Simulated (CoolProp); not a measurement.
Vapour pressure (MPa) of methane: the reference equation beside estimates from Tc = 190.6 K, pc = 4.599 MPa, ω = 0.011. Clausius-Clapeyron is anchored at 138.4 K with a constant enthalpy of vaporisation of 7.216 kJ/mol.

Model: reference Helmholtz-energy equation of state, Setzmann 1991, in CoolProp.

```json
[
 {"T (K)": "134.9", "reference": "0.4876", "Clausius-Clapeyron": "0.5011", "Redlich-Kwong": "0.4418"},
 {"T (K)": "138.4", "reference": "0.5897", "Clausius-Clapeyron": "0.5897", "Redlich-Kwong": "0.5447"},
 {"T (K)": "141.9", "reference": "0.7065", "Clausius-Clapeyron": "0.6883", "Redlich-Kwong": "0.6635"},
 {"T (K)": "145.4", "reference": "0.8392", "Clausius-Clapeyron": "0.7975", "Redlich-Kwong": "0.7997"},
 {"T (K)": "148.9", "reference": "0.9891", "Clausius-Clapeyron": "0.9176", "Redlich-Kwong": "0.9542"},
 {"T (K)": "152.4", "reference": "1.157", "Clausius-Clapeyron": "1.049", "Redlich-Kwong": "1.128"},
 {"T (K)": "155.9", "reference": "1.345", "Clausius-Clapeyron": "1.192", "Redlich-Kwong": "1.323"},
 {"T (K)": "159.4", "reference": "1.554", "Clausius-Clapeyron": "1.347", "Redlich-Kwong": "1.540"},
 {"T (K)": "162.9", "reference": "1.785", "Clausius-Clapeyron": "1.514", "Redlich-Kwong": "1.780"},
 {"T (K)": "166.4", "reference": "2.040", "Clausius-Clapeyron": "1.694", "Redlich-Kwong": "2.044"},
 {"T (K)": "169.9", "reference": "2.320", "Clausius-Clapeyron": "1.886", "Redlich-Kwong": "2.333"},
 {"T (K)": "173.4", "reference": "2.627", "Clausius-Clapeyron": "2.091", "Redlich-Kwong": "2.647"}
]
```

Absolute difference from the reference over all 12 rows, mean and median: Clausius-Clapeyron 10.2 and 10.4 %, Redlich-Kwong 3.2 and 2.1 %.
